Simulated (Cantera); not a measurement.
Cantera run, input and output.

```python
import numpy as np
import cantera as ct

gas = ct.Solution("h2o2.yaml")
gas.TPX = 1025, 1333, {'H2': 0.006, 'O2': 1}
reactor = ct.IdealGasConstPressureReactor(gas, energy="off", clone=False)
net = ct.ReactorNet([reactor])
net.rtol, net.atol = 1e-08, 1e-18
show = ['H2', 'O2', 'HO2', 'H', 'H2O2', 'H2O', 'O']
times = np.geomspace(0.0007, 10, 9)

steps = ct.SolutionArray(gas, extra=["t"])
rows = []
print(f"{'t/s':>10s}{'T/K':>9s}{'P/Pa':>11s}" + "".join(f"{s:>11s}" for s in show))
for t in times:
    while net.time < t:
        t_next = net.step()
        steps.append(gas.state, t=t_next)
    rows.append([np.interp(t, steps.t, y) for y in (steps.T, steps.P, *steps(*show).X.T)])
    print(f"{t:10.3e}{rows[-1][0]:9.1f}{rows[-1][1]:11.4g}" + "".join(f"{x:11.3e}" for x in rows[-1][2:]))
rate = np.gradient(steps.T, steps.t)
print("integrator steps:", len(steps.t))
if steps.T.max() > steps.T[0] + 200:
    print(f"time of steepest temperature rise: {steps.t[rate.argmax()]:.4e} s")
gas.TPX = 1025, 1333, {'H2': 0.006, 'O2': 1}
gas.equilibrate("TP")
print(f"equilibrium (TP): T = {gas.T:.1f} K  " + "  ".join(f"{s} {gas[s].X[0]:.3e}" for s in show))
```

It prints:

```
       t/s      T/K       P/Pa         H2         O2        HO2          H       H2O2        H2O          O
 7.000e-04   1025.0       1333  5.964e-03  9.940e-01  7.934e-11  2.130e-11  2.281e-15  2.597e-11  8.223e-11
 2.315e-03   1025.0       1333  5.964e-03  9.940e-01  2.671e-10  7.927e-11  2.518e-14  4.701e-10  6.425e-10
 7.653e-03   1025.0       1333  5.964e-03  9.940e-01  1.275e-09  3.017e-09  3.175e-13  3.341e-08  3.083e-08
 2.530e-02   1025.0       1333  3.655e-03  9.921e-01  2.377e-06  2.549e-04  7.724e-08  1.876e-03  1.529e-03
 8.367e-02   1025.0       1333  1.346e-05  9.910e-01  1.043e-06  1.149e-04  1.161e-08  5.803e-03  2.849e-03
 2.766e-01   1025.0       1333  4.367e-06  9.930e-01  6.170e-07  2.256e-05  1.077e-08  5.906e-03  9.719e-04
 9.147e-01   1025.0       1333  7.306e-07  9.938e-01  2.404e-07  1.665e-06  8.526e-09  5.956e-03  1.712e-04
 3.024e+00   1025.0       1333  8.536e-08  9.940e-01  6.335e-08  7.424e-08  4.453e-09  5.973e-03  2.144e-05
 1.000e+01   1025.0       1333  1.027e-08  9.940e-01  1.292e-08  3.421e-09  1.343e-09  5.979e-03  2.745e-06
integrator steps: 1605
equilibrium (TP): T = 1025.0 K  H2 9.461e-12  O2 9.940e-01  HO2 3.668e-10  H 1.168e-13  H2O2 2.650e-12  H2O 5.982e-03  O 2.868e-09
```

Cantera simulation using the H2/O2 subset of GRI-Mech 3.0, which has no nitrogen chemistry; the numbers are that mechanism's predictions, not measurements. Radical loss at walls, strong at low pressure, is not modelled.
